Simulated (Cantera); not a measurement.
An isothermal, constant-pressure homogeneous reactor starts with CH₄ : N₂ = 1 : 16 (molar parts), at 1750 K and 2670 Pa. Integrator tolerance rtol = 1e-08.

Cantera simulation using GRI-Mech 3.0 (53 species, 325 reactions); the numbers are that mechanism's predictions, not measurements. GRI-Mech 3.0 stops at C3 and has no aromatics, soot or wall deposition, so with more carbon than oxygen in the feed, carbon stays in small species such as C2H2 where larger ones or solid carbon would form. Radical loss at walls, strong at low pressure, is not modelled.

Task: What does this change do: N2 16 to 53 parts?

Result: 
```json
[
 {"quantity": "x(CH₄) at 4.00 s", "before": "0.000116 (gas-phase equilibrium 4.21e-6)", "after": "3.77e-5 (gas-phase equilibrium 2.86e-7)"},
 {"quantity": "x(C₂H₄) at 4.00 s", "before": "2.08e-6 (gas-phase equilibrium 4.47e-7)", "after": "2.43e-7 (gas-phase equilibrium 1.94e-8)"},
 {"quantity": "x(C₂H₆) at 4.00 s", "before": "8.42e-10 (gas-phase equilibrium 1.68e-12)", "after": "2.54e-10 (gas-phase equilibrium <1e-12)"},
 {"quantity": "x(CH₂) at 4.00 s", "before": "5.95e-8 (gas-phase equilibrium 2.28e-9)", "after": "4.94e-8 (gas-phase equilibrium 4.74e-10)"},
 {"quantity": "x(H) at 4.00 s", "before": "0.000403 (gas-phase equilibrium 0.000414)", "after": "0.000211 (gas-phase equilibrium 0.000236)"},
 {"quantity": "x(H₂) at 4.00 s", "before": "0.0829 (gas-phase equilibrium 0.0831)", "after": "0.0271 (gas-phase equilibrium 0.0272)"}
]
```
